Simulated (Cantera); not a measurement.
A freely propagating, adiabatic, planar premixed flame of 2.65 % CH4, 1.19 % C2H6, 1.56 % C3H8, 19.9 % O2, 74.7 % N2, equivalence ratio 0.87, unburnt at 648 K and 1.80 bar; mixture-averaged transport, grid criteria slope 0.08 and curve 0.16, no radiation.

Cantera simulation using GRI-Mech 3.0 (53 species, 325 reactions); the numbers are that mechanism's predictions, not measurements. GRI-Mech 3.0 was tuned for natural gas; its chemistry of propane as a main component is partial and can be far from experiment. Burning velocities carry a grid error of a few per cent, more on coarse grids.

x: mole fraction of selected species; z is measured from the peak of heat release.

```json
[
 {"z (mm)": "-0.543", "T (K)": "648", "u (m/s)": "1.36", "x CH4": "0.0265", "x C2H6": "0.0119", "x C3H8": "0.0156", "x H": "<1e-8", "x N2O": "<1e-8", "x H2": "0.000728"},
 {"z (mm)": "-0.362", "T (K)": "650", "u (m/s)": "1.37", "x CH4": "0.0264", "x C2H6": "0.0119", "x C3H8": "0.0156", "x H": "<1e-8", "x N2O": "<1e-8", "x H2": "[?]"},
 {"z (mm)": "-0.271", "T (K)": "656", "u (m/s)": "1.38", "x CH4": "0.0262", "x C2H6": "0.0119", "x C3H8": "0.0156", "x H": "<1e-8", "x N2O": "<1e-8", "x H2": "0.00368"},
 {"z (mm)": "-0.181", "T (K)": "692", "u (m/s)": "1.47", "x CH4": "0.0254", "x C2H6": "0.0116", "x C3H8": "0.0154", "x H": "1.37e-7", "x N2O": "<1e-8", "x H2": "0.00671"},
 {"z (mm)": "-0.0904", "T (K)": "973", "u (m/s)": "2.10", "x CH4": "0.0205", "x C2H6": "0.00917", "x C3H8": "0.0120", "x H": "3.66e-5", "x N2O": "1.38e-8", "x H2": "0.0122"},
 {"z (mm)": "-0.0452", "T (K)": "1340", "u (m/s)": "2.95", "x CH4": "0.0137", "x C2H6": "0.00458", "x C3H8": "0.00482", "x H": "0.000426", "x N2O": "4.29e-8", "x H2": "0.0152"},
 {"z (mm)": "0", "T (K)": "1724", "u (m/s)": "3.85", "x CH4": "0.00460", "x C2H6": "0.000383", "x C3H8": "0.000191", "x H": "0.00253", "x N2O": "1.07e-7", "x H2": "0.0152"},
 {"z (mm)": "0.0452", "T (K)": "1900", "u (m/s)": "4.24", "x CH4": "0.000498", "x C2H6": "1.87e-6", "x C3H8": "2.18e-7", "x H": "0.00503", "x N2O": "1.99e-7", "x H2": "0.0112"},
 {"z (mm)": "0.0904", "T (K)": "1959", "u (m/s)": "4.36", "x CH4": "2.65e-5", "x C2H6": "<1e-8", "x C3H8": "<1e-8", "x H": "0.00606", "x N2O": "2.69e-7", "x H2": "0.00879"},
 {"z (mm)": "0.181", "T (K)": "2030", "u (m/s)": "4.48", "x CH4": "7.15e-8", "x C2H6": "<1e-8", "x C3H8": "<1e-8", "x H": "0.00591", "x N2O": "3.11e-7", "x H2": "0.00796"},
 {"z (mm)": "0.362", "T (K)": "2117", "u (m/s)": "4.65", "x CH4": "<1e-8", "x C2H6": "<1e-8", "x C3H8": "<1e-8", "x H": "[?]", "x N2O": "3.32e-7", "x H2": "[?]"},
 {"z (mm)": "0.723", "T (K)": "2207", "u (m/s)": "4.82", "x CH4": "<1e-8", "x C2H6": "<1e-8", "x C3H8": "<1e-8", "x H": "0.00244", "x N2O": "3.71e-7", "x H2": "0.00524"},
 {"z (mm)": "1.45", "T (K)": "2281", "u (m/s)": "4.95", "x CH4": "<1e-8", "x C2H6": "<1e-8", "x C3H8": "<1e-8", "x H": "0.00121", "x N2O": "4.06e-7", "x H2": "0.00354"}
]
```

Problem. What belongs in the gaps?

Solution. 
- -0.362, x H2: 0.00212
- 0.362, x H: 0.00433
- 0.362, x H2: 0.00701
